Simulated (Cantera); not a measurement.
Feed: 1 mol AlBr3, 0.27 mol NH3, 420 mol H2, equilibrated at 0.100 bar.

These are equilibrium values from Cantera (NASA tables, ideal gas, pure condensed phases), not measurements of a reactor. Candidate condensed phases: Al, AlBr3, AlN, Br2; 19 gas species. Equilibrium is a limit: real reactors are often held back by kinetics, nucleation or transport. All values below are at 1150 K.

Base state: H2 0.996, HBr 0.00197, AlBr3 0.00171, AlBr 2.44e-5 (mole fractions); condensed: AlN(s).

What changes in the equilibrium state with this change: AlBr3 replaced by AlCl3?


```tsv
species	before	after
H2	0.996	0.996
HCl	0	0.00204
AlCl3	0	0.00166
HBr	0.00197	0
AlBr3	0.00171	0
AlCl	0	3.85e-5
AlCl2	0	3.80e-5
AlBr	2.44e-5	0
AlN(s), mol	0.270	0.270
```
The tables' values for AlCl2 are old estimates; treat these amounts as uncertain. Further candidate phases: AlCl3, NH4Cl.
